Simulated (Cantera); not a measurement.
A jet of 1.09 % CH4, 20.8 % O2, 78.1 % N2 at 300 K and 12000 Pa hits a platinum plate 3.5 cm away at a mass flux of 0.068 kg/m²/s; the plate temperature is set and raised in steps from an oxygen-covered start.

Model: Deutschmann's 1995 Pt surface mechanism with GRI-Mech 3.0 gas chemistry, integrated in Cantera. Catalytic surfaces can have several steady states; this one follows from the mechanism file's or the stated starting coverage.

One state of this run: wall x CH4 = 0.00528; wall x O2 = 0.196; wall x H2O = 0.0104; wall x OH = 1.41e-7; wall x CO = 3.23e-6; wall x CO2 = 0.00680; θ free Pt = 0.277; θ O* = 0.722. x: mole fraction at the wall; θ: surface coverage.

Q: Which value of plate T (K) does it belong to?
A) 1050
B) 1150
C) 1250
D) 1000

A: D, 1000
